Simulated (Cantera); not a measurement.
An isothermal, constant-pressure homogeneous reactor starts with 15.5 % H₂, 10.3 % O₂, 74.2 % N₂, equivalence ratio 0.75, at 900 K and 105 Torr.

Model: GRI-Mech 3.0 (53 species, 325 reactions), integrated in Cantera. Radical loss at walls, strong at low pressure, is not modelled. Below about 950 K walls govern HO2 and H2O2 in real vessels. The temperature is held fixed by assumption; the heat of reaction is taken as removed at once.

x: mole fraction; the columns are a selection and need not sum to one.

```csv
t (s),x H₂,x O₂,x N₂O,x H₂O₂,x H
2.00e-5,0.155,0.103,<1e-12,<1e-12,1.52e-12
6.93e-5,0.155,0.103,<1e-12,<1e-12,5.51e-12
0.000240,0.155,0.103,<1e-12,<1e-12,2.82e-11
0.000832,0.155,0.103,<1e-12,<1e-12,6.06e-10
0.00288,0.155,0.103,<1e-12,4.52e-9,___
0.01000,0.00481,0.0303,4.29e-9,5.88e-7,___
0.0346,0.00137,0.0286,5.51e-9,6.25e-7,___
0.120,0.000604,0.0282,6.11e-9,1.33e-6,___
0.416,0.000340,0.0281,6.41e-9,2.38e-6,___
1.44,0.000157,0.0280,6.68e-9,1.53e-6,___
5.00,4.40e-5,0.0280,6.89e-9,2.57e-7,___
17.3,9.80e-6,0.0279,6.97e-9,1.76e-8,2.64e-10
60.0,2.00e-6,0.0279,6.98e-9,1.00e-9,1.82e-11
```

### Question
Fill in the missing entries.

### Answer

- 0.00288, x H: 7.24e-6
- 0.01000, x H: 0.000354
- 0.0346, x H: 1.02e-5
- 0.120, x H: 9.38e-7
- 0.416, x H: 1.29e-7
- 1.44, x H: 3.20e-8
- 5.00, x H: 3.84e-9
